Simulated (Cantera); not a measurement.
A Cantera script and what it prints.

```python
import numpy as np
import cantera as ct

gas_names = [...]  # 109 gases of nasa_gas.yaml made of C, Cl, H, Si
cond_names = """
    C(gr) C6H6(L) C7H8(L) C8H18(L),n-octa Si(cr) Si(L) SiC(b)
""".split()


# ... load() reads the species with a 1 bar reference pressure and builds the phases ...
atoms = {
    '(CH3)2SiCl2': {'C': 2, 'H': 6, 'Si': 1, 'CL': 2},
    'C2H2': {'C': 2, 'H': 2},
    'H2': {'H': 2},
}
top_T = {'C(gr)': 4500, 'SiC(b)': 3050}  # K; cautious upper limits of use, not melting points


# ... equilibrate(T, P, feed) seeds the gas with the atoms and calls Mixture.equilibrate('TP', solver="vcs", rtol=1e-11, max_steps=5000) ...
results = []
feed = {'(CH3)2SiCl2': 1, 'C2H2': 0.014, 'H2': 1.7}  # mol
P = 130  # Pa
for T in [1075, 1125, 1175, 1225, 1275, 1325, 1375, 1425, 1475, 1525, 1575]:
    mix = equilibrate(T, P, feed)
    results.append((T, P, feed, dict(zip(mix.species_names, mix.species_moles))))
    x = sorted(zip(gas.X, gas.species_names), reverse=True)
    print(f"T = {T:g} K  P = {P:g} Pa  gas = {mix.phase_moles(0):.4g} mol")
    print("   x: " + "  ".join(f"{s} {v:.3e}" for v, s in x if v > 0.001))
    print("   condensed (mol): " + ("  ".join(f"{mix.phase(i).name} {mix.phase_moles(i):.4g}"
          for i in range(1, mix.n_phases) if mix.phase_moles(i) > 1e-12) or "none"))
```

It prints:

```
T = 1075 K  P = 130 Pa  gas = 5.661 mol
   x: H2 6.749e-01  HCL 3.154e-01  SiCL4 8.938e-03
   condensed (mol): C(gr) 1.083  SiC(b) 0.9449
T = 1125 K  P = 130 Pa  gas = 5.689 mol
   x: H2 6.621e-01  HCL 3.329e-01  SiCL4 4.105e-03
   condensed (mol): C(gr) 1.056  SiC(b) 0.9718
T = 1175 K  P = 130 Pa  gas = 5.702 mol
   x: H2 6.560e-01  HCL 3.412e-01  SiCL4 1.796e-03
   condensed (mol): C(gr) 1.044  SiC(b) 0.9841
T = 1225 K  P = 130 Pa  gas = 5.708 mol
   x: H2 6.536e-01  HCL 3.444e-01
   condensed (mol): C(gr) 1.039  SiC(b) 0.9886
T = 1275 K  P = 130 Pa  gas = 5.711 mol
   x: H2 6.527e-01  HCL 3.454e-01  SiCL2 1.228e-03
   condensed (mol): C(gr) 1.039  SiC(b) 0.9892
T = 1325 K  P = 130 Pa  gas = 5.712 mol
   x: H2 6.525e-01  HCL 3.453e-01  SiCL2 1.683e-03
   condensed (mol): C(gr) 1.04  SiC(b) 0.988
T = 1375 K  P = 130 Pa  gas = 5.713 mol
   x: H2 6.528e-01  HCL 3.445e-01  SiCL2 2.243e-03
   condensed (mol): C(gr) 1.043  SiC(b) 0.9854
T = 1425 K  P = 130 Pa  gas = 5.714 mol
   x: H2 6.533e-01  HCL 3.434e-01  SiCL2 2.917e-03
   condensed (mol): C(gr) 1.046  SiC(b) 0.982
T = 1475 K  P = 130 Pa  gas = 5.715 mol
   x: H2 6.538e-01  HCL 3.418e-01  SiCL2 3.713e-03
   condensed (mol): C(gr) 1.05  SiC(b) 0.9777
T = 1525 K  P = 130 Pa  gas = 5.716 mol
   x: H2 6.545e-01  HCL 3.399e-01  SiCL2 4.635e-03
   condensed (mol): C(gr) 1.055  SiC(b) 0.9726
T = 1575 K  P = 130 Pa  gas = 5.717 mol
   x: H2 6.552e-01  HCL 3.376e-01  SiCL2 5.682e-03
   condensed (mol): C(gr) 1.061  SiC(b) 0.9667
```

These are equilibrium values from Cantera (NASA tables, ideal gas, pure condensed phases), not measurements of a reactor. The feed counts by its element totals alone. The tables' values for SiCl3 are old estimates; treat these amounts as uncertain.
